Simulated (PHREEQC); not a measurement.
Solution A (0.03 mol H2SO4, 0.018 mol ZnSO4 and 0.00058 mol KCl per kg of water) is mixed with solution B (0.029 mol/kgw CsF and 0.0022 mol/kgw FeSO4) at 20 °C; shares are by mass of water, 1 kg in all. The system is closed to oxygen. The system is closed to CO2. Precipitation was switched off in this run.

Equilibrium calculation in PHREEQC: ion-association model, wateq4f.dat.

| share of solution B | pH | F- (mol/kgw) | Fe+2 (mol/kgw) | Zn+2 (mol/kgw) | HSO4- (mol/kgw) |
|---|---|---|---|---|---|
| 0 | 1.51 | 0 | 0 | 0.0106 | 0.0228 |
| 0.1 | 1.58 | 9.85e-5 | 0.000142 | 0.00946 | 0.0193 |
| 0.2 | [?] | 0.000229 | 0.000286 | [?] | 0.0160 |
| 0.25 | 1.70 | 0.000313 | 0.000358 | [?] | 0.0143 |
| 0.35 | [?] | 0.000542 | 0.000504 | [?] | 0.0110 |
| 0.45 | 1.95 | 0.000928 | 0.000651 | 0.00566 | 0.00774 |
| 0.55 | 2.16 | [?] | 0.000801 | 0.00462 | 0.00469 |
| 0.65 | 2.47 | 0.00365 | 0.000958 | 0.00363 | [?] |
| 0.75 | 2.90 | 0.00834 | 0.00114 | 0.00270 | 0.000676 |
| 0.8 | 3.13 | 0.0117 | 0.00124 | 0.00223 | 0.000350 |
| 0.9 | 3.64 | 0.0198 | 0.00148 | 0.00122 | 7.02e-5 |
| 1 | 7.09 | 0.0287 | 0.00178 | 0 | 8.74e-9 |

Q: Complete the blanks.

A: 
- 0.2, pH: 1.65
- 0.2, Zn+2 (mol/kgw): 0.00836
- 0.25, Zn+2 (mol/kgw): 0.00781
- 0.35, pH: 1.81
- 0.35, Zn+2 (mol/kgw): 0.00673
- 0.55, F- (mol/kgw): 0.00170
- 0.65, HSO4- (mol/kgw): 0.00213

wateq4f.dat counts part of the HF as a dimer, H2F2, which phreeqc.dat doesn't know; its constant is uncertain. Fluoro complexes past AlF4- and FeF3 are missing from the database.
